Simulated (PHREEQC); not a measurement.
**Buffer: an equilibrium model**

A solution holds 56 mmol/kgw NaHSO4 and 0.048 mmol/kgw KOH, at 55 °C. Closed to the air; pH follows from the charge balance.

The numbers come from PHREEQC with the Pitzer model, pitzer.dat.

Precipitation was switched off in this run.

**Question.** Predict the pH, density.

**Answer.** pH 1.78; density 0.991 g/cm³.

**Question.** In which forms is S present?

**Answer.** HSO4- 60 %, SO4-2 40 % of the S.

Away from 25 °C the constants follow the database's enthalpies or fits; those with neither stay at their 25 °C values.
